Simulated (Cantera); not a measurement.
Feed: 1 mol Si3N4, 0.18 mol H2O, 15 mol N2, 12 mol O2, equilibrated at 1548 K and 10.0 Torr.

Equilibrium computed with Cantera from the NASA thermochemical tables; the gas is ideal and each condensed phase is pure. Candidate condensed phases: H2O, Si, SiO2, Si2N2O, Si3N4; 35 gas species. The tables hold silica as quartz up to 1696 K and as liquid above; real silica turns to tridymite and cristobalite and melts near 1996 K. Rates play no part.

Base state: N2 0.648, O2 0.343, H2O 0.00682, NO 0.00178, OH 0.000102, O 3.87e-5 (mole fractions); condensed: SiO2(β-quartz).

### Question
What changes in the equilibrium state with this change: temperature from 1548 K to 1175 K?

### Answer
| species | before | after |
|---|---|---|
| N2 | 0.648 | 0.649 |
| O2 | 0.343 | 0.344 |
| H2O | 0.00682 | 0.00687 |
| NO | 0.00178 | 0.000187 |
| O | 3.87e-5 | 7.41e-8 |
| OH | 0.000102 | 1.85e-6 |
| SiO2(β-quartz), mol | 3.00 | 3.00 |

### Question
What changes in the equilibrium state with this change: temperature from 1548 K to 1948.15 K?

### Answer
```tsv
species	before	after
N2	0.648	0.645
O2	0.343	0.338
NO	0.00178	0.00759
H	1.59e-7	4.13e-5
O	3.87e-5	0.00224
SiO2(β-quartz), mol	3.00	0
SiO2(condensed), mol	0	3.00
```

### Question
What changes in the equilibrium state with this change: O2 from 12 to 0.33 mol?

### Answer
| species | before | after |
|---|---|---|
| N2 | 0.648 | 0.988 |
| H2 | 3.56e-7 | 0.0116 |
| SiO | <1e-9 | 4.18e-5 |
| O2 | 0.343 | <1e-9 |
| H2O | 0.00682 | <1e-9 |
| NO | 0.00178 | <1e-9 |
| OH | 0.000102 | <1e-9 |
| O | 3.87e-5 | <1e-9 |
| SiO2(β-quartz), mol | 3.00 | 0 |
| Si2N2O(s), mol | 0 | 0.839 |
| Si3N4(s), mol | 0 | 0.440 |
Mutual solubility and eutectic melting of coexisting phases are not modelled.
